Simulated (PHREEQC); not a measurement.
Make-up at 25 °C: 0.68 mol/kgw KCl, 0.038 mol/kgw NaHCO3 and 0.38 mol/kgw MgCl2. Closed to the air; pH follows from the charge balance.

All values are PHREEQC results (Pitzer model, pitzer.dat), not measurements.

No solid was allowed to form.

Q: Order these C species by the share of C that they hold, largest first: CO3-2, HCO3-, CO2, MgCO3.

A: HCO3- (90 %), CO2 (5.0 %), MgCO3 (3.2 %), CO3-2 (1.8 %)

The pH is 7.22 and the ionic strength 1.85 mol/kgw. Examples of supersaturated solids here: Magnesite (slow to form). Others may be too. In brines, pH and single-ion activities rest on the MacInnes convention.
